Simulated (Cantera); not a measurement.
**Thermodynamics of nitride etching, feed AlN + Cl2 + H2 + HF**

Feed: 1 mol AlN, 1.4 mol Cl2, 0.72 mol H2, 41 mol HF, at 5.20e-5 bar.

These are equilibrium values from Cantera (NASA tables, ideal gas, pure condensed phases), not measurements of a reactor. Candidate condensed phases: Al, AlCl3, AlF3, AlN, NH4Cl; 41 gas species. The tables' values for AlF2, AlClF are old estimates; treat these amounts as uncertain. Rates play no part.

```tsv
T (°C)	log p HF	log p HCl	log p Cl	log p AlF3	log p H2	log p H	log p N2
1127	-4.34	-5.48	-7.87	-5.93	-6.00	-8.31	-6.22
1202	-4.34	-5.48	-7.46	-5.93	-6.00	-7.89	-6.22
1277	-4.34	-5.49	-7.09	-5.93	-6.00	-7.50	-6.22
1352	-4.34	-5.50	-6.76	-5.94	-5.99	-7.15	-6.22
1427	-4.34	-5.52	-6.47	-5.96	-5.98	-6.82	-6.22
1502	-4.34	-5.57	-6.23	-5.99	-5.98	-6.53	-6.22
1577	-4.34	-5.63	-6.02	-6.04	-6.00	-6.27	-6.23
1652	-4.35	-5.73	-5.85	-6.13	-6.05	-6.04	-6.23
```
log p: log10 of the partial pressure in bar; nothing condenses.

From 1127 °C to 1652 °C nothing is condensed. The main Al-bearing gas is AlF3 throughout.
